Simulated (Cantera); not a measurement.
Input (Python, Cantera):

```python
import numpy as np
import cantera as ct

surf = ct.Interface("ptcombust.yaml", "Pt_surf")
gas = surf.adjacent["gas"]
gas.TPX = 1300, 500000, {'CH4': 0.0022, 'O2': 0.12, 'N2': 0.79, 'H2O': 0.06}
surf.TP = 1300, 500000
reactor = ct.FlowReactor(gas, clone=False)
reactor.area = 0.0001  # m2
reactor.surface_area_to_volume_ratio = 1600  # 1/m
reactor.mass_flow_rate = 0.17 * reactor.area * gas.density  # inlet velocity 0.17 m/s
reactor.energy_enabled = False
wall = ct.ReactorSurface(surf, reactor, clone=False)
net = ct.ReactorNet([reactor])
net.rtol, net.atol = 1e-8, 1e-16
show, cover = ['CH4', 'O2', 'H2O', 'CO2', 'CO'], ['PT(S)', 'H(S)', 'O(S)', 'OH(S)', 'CO(S)', 'C(S)']

rows = []
print(f"{'z/m':>9s}{'u/(m/s)':>9s}" + "".join(f"{s:>13s}" for s in show + cover))
for z in [0.0002, 0.00039, 0.00076, 0.0015, 0.0028, 0.0055, 0.011, 0.02]:
    net.advance(z)
    rows.append([reactor.speed, *gas[show].X, *surf[cover].coverages])
    print(f"{z:9.4g}{rows[-1][0]:9.3g}" + "".join(f"{x:13.4e}" for x in rows[-1][1:]))
```

Result:

```
      z/m  u/(m/s)          CH4           O2          H2O          CO2           CO        PT(S)         H(S)         O(S)        OH(S)        CO(S)         C(S)
   0.0002     0.17   6.6273e-04   1.2051e-01   6.4661e-02   1.3770e-03   5.8076e-06   3.9103e-01   1.5757e-05   6.0344e-01   5.4758e-03   2.3669e-06   2.3749e-08
  0.00039     0.17   1.9586e-04   1.1946e-01   6.5711e-02   1.9396e-03   2.1379e-06   3.9144e-01   1.5913e-05   6.0299e-01   5.5202e-03   8.0505e-07   7.0406e-09
  0.00076     0.17   1.8961e-05   1.1901e-01   6.6157e-02   2.1963e-03   3.3573e-07   3.9162e-01   1.5980e-05   6.0278e-01   5.5391e-03   1.0971e-07   6.8257e-10
   0.0015     0.17   2.1014e-07   1.1893e-01   6.6228e-02   2.2465e-03   2.8671e-08   3.9165e-01   1.5991e-05   6.0275e-01   5.5421e-03   7.3553e-09   7.5667e-12
   0.0028     0.17   9.6461e-10   1.1891e-01   6.6234e-02   2.2540e-03   5.3707e-09   3.9166e-01   1.5992e-05   6.0274e-01   5.5424e-03   1.3229e-09   3.4739e-14
   0.0055     0.17   3.0256e-10   1.1891e-01   6.6237e-02   2.2583e-03   1.7914e-09   3.9166e-01   1.5993e-05   6.0274e-01   5.5425e-03   4.4125e-10   1.0896e-14
    0.011     0.17   3.8357e-11   1.1891e-01   6.6238e-02   2.2604e-03   2.2778e-10   3.9166e-01   1.5993e-05   6.0273e-01   5.5426e-03   5.6106e-11   1.3814e-15
     0.02     0.17   1.4459e-12   1.1891e-01   6.6238e-02   2.2607e-03   9.5801e-12   3.9166e-01   1.5993e-05   6.0273e-01   5.5426e-03   2.3595e-12   5.2073e-17
```

Detailed kinetics in Cantera: Deutschmann's 1995 Pt surface mechanism with GRI-Mech 3.0 gas chemistry. Catalytic surfaces can have several steady states; this one follows from the mechanism file's or the stated starting coverage. Mass transfer to the wall is taken as infinitely fast.
